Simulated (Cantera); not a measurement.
Input: 1 mol B2H6, 0.3 mol O2, 0.83 mol H2, held at 54.0 mbar.

These are equilibrium values from Cantera (NASA tables, ideal gas, pure condensed phases), not measurements of a reactor. Candidate condensed phases: B, B2O3, B3O3H3, H2O; 23 gas species. The feed counts by its element totals alone. The tables' values for BH2 are old estimates; treat these amounts as uncertain. The numbers say what is thermodynamically allowed, not how fast it happens. All values below are at 2000 K.

Base state: H2 0.874, HBO 0.0854, B2O2 0.0227, BO 0.00928, H 0.00654, B2O3 0.000960, HBO2 0.000522, BH2 0.000409 (mole fractions); condensed: B(s).

Q: What changes in the equilibrium state with this change: O2 from 0.3 to 1.2 mol?

A: 
```json
[
 {"species": "H2", "before": "0.874", "after": "0.708"},
 {"species": "HBO", "before": "0.0854", "after": "0.127"},
 {"species": "B2O3", "before": "0.000960", "after": "0.0627"},
 {"species": "HBO2", "before": "0.000522", "after": "0.0186"},
 {"species": "B2O2", "before": "0.0227", "after": "0.0617"},
 {"species": "BO", "before": "0.00928", "after": "0.0153"},
 {"species": "BO2", "before": "4.72e-7", "after": "1.87e-5"},
 {"species": "H2O", "before": "2.97e-5", "after": "0.000579"},
 {"species": "B(s), mol", "before": "1.40", "after": "0"}
]
```

Q: What changes in the equilibrium state with this change: B2H6 replaced by B?

A: 
```json
[
 {"species": "H2", "before": "0.874", "after": "0.636"},
 {"species": "HBO", "before": "0.0854", "after": "0.180"},
 {"species": "B2O2", "before": "0.0227", "after": "0.138"},
 {"species": "B2O3", "before": "0.000960", "after": "0.0144"},
 {"species": "BO", "before": "0.00928", "after": "0.0229"},
 {"species": "B3O3H3", "before": "1.44e-6", "after": "1.34e-5"},
 {"species": "HBO2", "before": "0.000522", "after": "0.00271"},
 {"species": "B2O", "before": "0.000136", "after": "0.000337"},
 {"species": "B(s), mol", "before": "1.40", "after": "0.419"}
]
```
